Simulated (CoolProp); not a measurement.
Saturation properties of hydrogen sulfide (Tc = 373.1 K, pc = 8.999 MPa, ω = 0.101).

Computed with CoolProp (reference Helmholtz-energy equation of state, Lemmon 2006). It is a short technical equation, of lower accuracy than the large ones.

```tsv
T (K)	p (MPa)	liquid density (kg/m³)	liquid cp (kJ/(kg K))	vapour Z
295.5	1.889	781.8	2.224	0.8264
299.1	2.065	772.8	2.254	0.8154
302.7	2.251	763.6	2.287	0.8040
306.4	2.456	754.0	2.324	0.7917
310	2.667	744.3	2.365	0.7792
313.6	2.891	734.3	2.411	0.7662
317.2	3.129	724.0	2.463	0.7526
320.9	3.388	713.0	2.524	0.7380
324.5	3.654	701.9	2.593	0.7231
328.1	3.934	690.4	2.672	0.7075
331.7	4.231	678.4	2.765	0.6910
335.4	4.552	665.4	2.878	0.6732
339	4.881	652.1	3.012	0.6549
```

It boils at 212.9 K under 1 atm.
